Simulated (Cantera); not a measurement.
Ta₂O₅ + C + H₂ (carbothermic reduction)

Input: 1 mol Ta₂O₅, 0.44 mol C, a varied amount of H₂, at 600 °C and 1.00 bar.

Equilibrium computed with Cantera from the NASA thermochemical tables; the gas is ideal and each condensed phase is pure. Candidate condensed phases: C, C₆H₆, C₇H₈, C₈H₁₈, H₂O, Ta, TaC, Ta₂O₅; 113 gas species. The numbers say what is thermodynamically allowed, not how fast it happens.

```json
[
 {"n(H₂) (mol)": "0.14", "x H₂": "0.749", "x CH₄": "0.251", "x H₂O": "2.18e-5", "x CO": "6.87e-6", "x C₂H₆": "4.17e-6", "x C₂H₄": "1.68e-7", "n C(graphite)": "0.412", "n Ta₂O₅(s)": "1.000"},
 {"n(H₂) (mol)": "0.38", "x H₂": "0.749", "x CH₄": "0.251", "x H₂O": "2.18e-5", "x CO": "6.87e-6", "x C₂H₆": "4.17e-6", "x C₂H₄": "1.68e-7", "n C(graphite)": "0.364", "n Ta₂O₅(s)": "1.000"},
 {"n(H₂) (mol)": "0.61", "x H₂": "0.749", "x CH₄": "0.251", "x H₂O": "2.18e-5", "x CO": "6.87e-6", "x C₂H₆": "4.17e-6", "x C₂H₄": "1.68e-7", "n C(graphite)": "0.318", "n Ta₂O₅(s)": "1.000"},
 {"n(H₂) (mol)": "0.84", "x H₂": "0.749", "x CH₄": "0.251", "x H₂O": "2.18e-5", "x CO": "6.87e-6", "x C₂H₆": "4.17e-6", "x C₂H₄": "1.68e-7", "n C(graphite)": "0.271", "n Ta₂O₅(s)": "1.000"},
 {"n(H₂) (mol)": "1.1", "x H₂": "0.749", "x CH₄": "0.251", "x H₂O": "2.18e-5", "x CO": "6.87e-6", "x C₂H₆": "4.17e-6", "x C₂H₄": "1.68e-7", "n C(graphite)": "0.219", "n Ta₂O₅(s)": "1.000"},
 {"n(H₂) (mol)": "1.3", "x H₂": "0.749", "x CH₄": "0.251", "x H₂O": "2.18e-5", "x CO": "6.87e-6", "x C₂H₆": "4.17e-6", "x C₂H₄": "1.68e-7", "n C(graphite)": "0.179", "n Ta₂O₅(s)": "1.000"},
 {"n(H₂) (mol)": "1.5", "x H₂": "0.749", "x CH₄": "0.251", "x H₂O": "2.18e-5", "x CO": "6.87e-6", "x C₂H₆": "4.17e-6", "x C₂H₄": "1.68e-7", "n C(graphite)": "0.139", "n Ta₂O₅(s)": "1.000"},
 {"n(H₂) (mol)": "1.8", "x H₂": "0.749", "x CH₄": "0.251", "x H₂O": "2.18e-5", "x CO": "6.87e-6", "x C₂H₆": "4.17e-6", "x C₂H₄": "1.68e-7", "n C(graphite)": "0.0786", "n Ta₂O₅(s)": "1.000"},
 {"n(H₂) (mol)": "2", "x H₂": "0.749", "x CH₄": "0.251", "x H₂O": "2.18e-5", "x CO": "6.87e-6", "x C₂H₆": "4.17e-6", "x C₂H₄": "1.68e-7", "n C(graphite)": "0.0385", "n Ta₂O₅(s)": "1.000"},
 {"n(H₂) (mol)": "2.2", "x H₂": "0.750", "x CH₄": "0.250", "x H₂O": "2.18e-5", "x CO": "6.80e-6", "x C₂H₆": "4.13e-6", "x C₂H₄": "1.66e-7", "n C(graphite)": "0", "n Ta₂O₅(s)": "1.000"},
 {"n(H₂) (mol)": "2.5", "x H₂": "0.786", "x CH₄": "0.214", "x H₂O": "2.07e-5", "x CO": "4.78e-6", "x C₂H₆": "2.87e-6", "x C₂H₄": "1.10e-7", "n C(graphite)": "0", "n Ta₂O₅(s)": "1.000"},
 {"n(H₂) (mol)": "2.7", "x H₂": "0.805", "x CH₄": "0.195", "x H₂O": "2.00e-5", "x CO": "3.93e-6", "x C₂H₆": "2.33e-6", "x C₂H₄": "8.73e-8", "n C(graphite)": "0", "n Ta₂O₅(s)": "1.000"},
 {"n(H₂) (mol)": "2.9", "x H₂": "0.821", "x CH₄": "0.179", "x H₂O": "1.94e-5", "x CO": "3.30e-6", "x C₂H₆": "1.93e-6", "x C₂H₄": "7.09e-8", "n C(graphite)": "0", "n Ta₂O₅(s)": "1.000"}
]
```
x: gas mole fraction; n: condensed amount in mol.

From 0.14 mol H₂ to 2 mol H₂ the condensed part is C(graphite) + Ta₂O₅(s). From 2.2 mol H₂ to 2.9 mol H₂ the condensed part is Ta₂O₅(s).
